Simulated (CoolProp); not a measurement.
A single-stage vapour-compression cycle with R11: evaporating at 262.15 K (dew point), condensing at 291.15 K (bubble point), superheat 10 K, subcooling 8 K, compressor efficiency 0.6, no pressure losses. Each further row changes one setting.

Computed with CoolProp (reference Helmholtz-energy equation of state, Jacobsen 1992).

```tsv
case	cooling COP	pressure ratio	discharge temperature (K)	refrigerating effect (kJ/kg)	volumetric capacity (kJ/m³)
as stated	5.17	3.36	333.7	181	273
evaporating temperature 267.15 K	6.46	2.67	327.3	184	343
condensing temperature 286.15 K	6.33	2.78	323.9	185	279
subcooling 13 K	5.30	3.36	333.7	185	279
superheat 20 K	5.14	3.36	345.1	187	271
compressor efficiency 0.5	4.31	3.36	345.1	181	273
```
